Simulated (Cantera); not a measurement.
## Premixed flame

A freely propagating, adiabatic, planar premixed flame of CH₄ : O₂ : N₂ = 1 : 1.82 : 7.45 (molar parts), unburnt at 473 K and 1000000 Pa; multicomponent transport, grid criteria slope 0.08 and curve 0.16, no radiation.

Computed with Cantera and GRI-Mech 3.0 (53 species, 325 reactions). Burning velocities carry a grid error of a few per cent, more on coarse grids.

| z (mm) | T (K) | u (m/s) | x CH₄ | x O₂ | x H₂O | x C₂H₆ | x CO₂ | x OH |
|---|---|---|---|---|---|---|---|---|
| -0.284 | 474 | 0.258 | 0.0972 | 0.177 | 0.000194 | 8.81e-8 | 2.62e-6 | <1e-8 |
| -0.189 | 481 | 0.262 | 0.0966 | 0.176 | 0.00123 | 9.90e-7 | 2.71e-5 | <1e-8 |
| -0.142 | 507 | 0.278 | 0.0949 | 0.174 | 0.00489 | 7.31e-6 | 0.000183 | <1e-8 |
| -0.0947 | 648 | 0.357 | 0.0866 | 0.163 | 0.0220 | 7.33e-5 | 0.00163 | 3.79e-8 |
| -0.0473 | 1153 | 0.643 | 0.0552 | 0.117 | 0.0771 | 0.000562 | 0.0116 | 3.42e-6 |
| -0.0237 | 1572 | 0.881 | 0.0275 | 0.0733 | 0.121 | 0.000756 | 0.0244 | 6.27e-5 |
| 0 | 1962 | 1.10 | 0.00455 | 0.0281 | 0.159 | 6.51e-5 | 0.0428 | 0.00103 |
| 0.0237 | 2116 | 1.18 | 0.000141 | 0.00832 | 0.172 | 7.72e-8 | 0.0585 | 0.00323 |
| 0.0473 | 2168 | 1.21 | 2.99e-6 | 0.00370 | 0.175 | <1e-8 | 0.0656 | 0.00345 |
| 0.0947 | 2213 | 1.23 | <1e-8 | 0.00155 | 0.177 | <1e-8 | 0.0694 | 0.00261 |
| 0.189 | 2242 | 1.24 | <1e-8 | 0.000564 | 0.179 | <1e-8 | 0.0707 | 0.00162 |
| 0.379 | 2256 | 1.25 | <1e-8 | 0.000191 | 0.180 | <1e-8 | 0.0712 | 0.000976 |
| 0.757 | 2260 | 1.25 | <1e-8 | 9.07e-5 | 0.181 | <1e-8 | 0.0714 | 0.000711 |
x: mole fraction of selected species; z is measured from the peak of heat release.

```yaml
laminar_burning_velocity: 25.7 cm/s
thermal_thickness: 0.0947 mm
peak x(C₂H₆): 0.000796
peak x(OH): 0.00353
grid_points: 142
```
